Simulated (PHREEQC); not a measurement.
Consider water at 50 °C with 0.21 mol H2SO4, 0.0004 mol H4SiO4 and 0.0016 mol CuSO4 per kg of water. Closed to the air; pH follows from the charge balance.

Model: ion-association model, phreeqc.dat, run in PHREEQC.

Each row changes one thing in this solution. Precipitation was switched off in this run.

| case | pH | ionic strength (mol/kgw) | HSO4- (mol/kgw) | SO4-2 (mol/kgw) | SI of Chalcedony (SiO2) |
|---|---|---|---|---|---|
| as made | 0.75 | 0.248 | 0.194 | 0.0177 | -0.08 |
| CuSO4 left out | 0.75 | 0.245 | 0.193 | 0.0174 | -0.08 |
| temperature from 50 to 75 °C | 0.77 | 0.233 | 0.201 | 0.0100 | -0.31 |
| CuSO4 from 0.0016 to 0.008 mol/kgw | 0.76 | 0.260 | 0.198 | 0.0187 | -0.08 |
| diluted 5-fold with water | 1.37 | 0.0596 | 0.0337 | 0.00857 | -0.81 |

Some of these states are supersaturated (in Quartz (slow to form), for instance). Constants without temperature data keep their 25 °C values here.
